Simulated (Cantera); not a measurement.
Thermodynamics of silicon epitaxy and polysilicon growth, feed Si₂H₆ + H₂

A closed system holds: 1 mol Si₂H₆, 19 mol H₂, equilibrated at 727 °C and 13300 Pa.

These are equilibrium values from Cantera (NASA tables, ideal gas, pure condensed phases), not measurements of a reactor. Candidate condensed phases: Si; 9 gas species. The feed counts by its element totals alone. The numbers say what is thermodynamically allowed, not how fast it happens.

```json
{
 "x(H₂)": "1.00",
 "n(Si(s))": "2.00 mol",
 "gas_amount": "22.00 mol"
}
```
